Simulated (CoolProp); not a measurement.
Vapour-liquid equilibrium of 1-butene (1) + n-butane (2) at 212.5 K; x and y are mole fractions of (1).

Computed with CoolProp (multi-fluid Helmholtz-energy mixture model, Lemmon 2005 and Bücker 2006; pair parameters Bell 2016).

**Question.** Give the bubble pressure and the first vapour's composition at x = 0.05, 0.65, 0.75. Is there an azeotrope?

**Answer.** x = 0.05: 0.04885 bar, y = 0.067; x = 0.65: 0.05933 bar, y = 0.712; x = 0.75: 0.06082 bar, y = 0.796. No azeotrope shows between x = 0.05 and 0.95.

Pair parameters are fitted to limited data, so mixtures are less certain than the pure fluids.
